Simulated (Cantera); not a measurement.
An adiabatic, constant-pressure homogeneous reactor starts with C3H8 : O2 : N2 = 1 : 5.62 : 21.1 (molar parts), equivalence ratio 0.89, at 1298 K and 3.36 atm. Integrator tolerance rtol = 1e-08.

Cantera simulation using GRI-Mech 3.0 (53 species, 325 reactions); the numbers are that mechanism's predictions, not measurements. GRI-Mech 3.0 was tuned for natural gas; its chemistry of propane as a main component is partial and can be far from experiment.

### Question
What does this change do: C3H8 1 to 1.6 parts?

### Answer
| quantity | before | after |
|---|---|---|
| time of steepest temperature rise | 0.557 ms | 0.579 ms |
| temperature at 6.00 s | 2714 K | 2739 K |
| equilibrium temperature | 2714 K | 2739 K |
| x(C3H8) at 6.00 s | <1e-12 (gas-phase equilibrium <1e-12) | <1e-12 (gas-phase equilibrium <1e-12) |
| x(O2) at 6.00 s | 0.0273 (gas-phase equilibrium 0.0273) | 0.000789 (gas-phase equilibrium 0.000789) |
| x(CO2) at 6.00 s | 0.0759 (gas-phase equilibrium 0.0759) | 0.0451 (gas-phase equilibrium 0.0451) |
| x(HCO) at 6.00 s | 2.44e-8 (gas-phase equilibrium 2.44e-8) | 2.78e-7 (gas-phase equilibrium 2.78e-7) |
| x(CO) at 6.00 s | 0.0262 (gas-phase equilibrium 0.0262) | 0.102 (gas-phase equilibrium 0.102) |
| x(C2H2) at 6.00 s | <1e-12 (gas-phase equilibrium <1e-12) | <1e-12 (gas-phase equilibrium <1e-12) |
